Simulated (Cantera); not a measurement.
An adiabatic, constant-volume homogeneous reactor starts with 14.5 % CO, 17.3 % H2, 17.5 % O2, 50.7 % N2, equivalence ratio 0.91, at 1748 K and 1.00 bar.

Detailed kinetics in Cantera: GRI-Mech 3.0 (53 species, 325 reactions). Above 3000 K some thermodynamic fits are extrapolated.

x: mole fraction; the columns are a selection and need not sum to one.

```csv
t (s),T (K),P (bar),x CO,x H2,x O2,x O,x H2O2,x NO2,x NO
1.00e-6,1748,1.000,0.145,0.173,0.175,1.45e-6,…,<1e-12,<1e-12
3.98e-6,1749,1.00,0.144,0.171,0.174,0.000328,…,<1e-12,1.03e-10
1.59e-5,2204,1.23,0.0941,0.0298,0.0642,0.0447,…,5.25e-9,3.71e-5
6.32e-5,2903,1.55,0.0888,0.0240,0.0559,0.0259,…,3.44e-7,0.00113
0.000252,3012,1.59,0.0864,0.0225,0.0507,0.0213,6.77e-7,3.77e-6,0.0107
0.00100,3005,1.59,0.0866,0.0227,0.0476,0.0201,6.53e-7,6.48e-6,0.0188
0.00399,3005,1.59,0.0866,0.0227,0.0475,0.0201,6.53e-7,6.55e-6,0.0190
0.0159,3005,1.59,0.0866,0.0227,0.0475,0.0201,6.53e-7,6.55e-6,0.0190
0.0633,3005,1.59,0.0866,0.0227,0.0475,0.0201,6.53e-7,6.55e-6,0.0190
0.252,3005,1.59,0.0866,0.0227,0.0475,0.0201,6.53e-7,6.55e-6,0.0190
1.00,3005,1.59,0.0866,0.0227,0.0475,0.0201,6.53e-7,6.55e-6,0.0190
4.00,3005,1.59,0.0866,0.0227,0.0475,0.0201,6.53e-7,6.55e-6,0.0190
```

Q: Some entries are withheld; supply them.

A: 
- 1.00e-6, x H2O2: 2.48e-8
- 3.98e-6, x H2O2: 2.00e-7
- 1.59e-5, x H2O2: 3.70e-7
- 6.32e-5, x H2O2: 4.46e-7
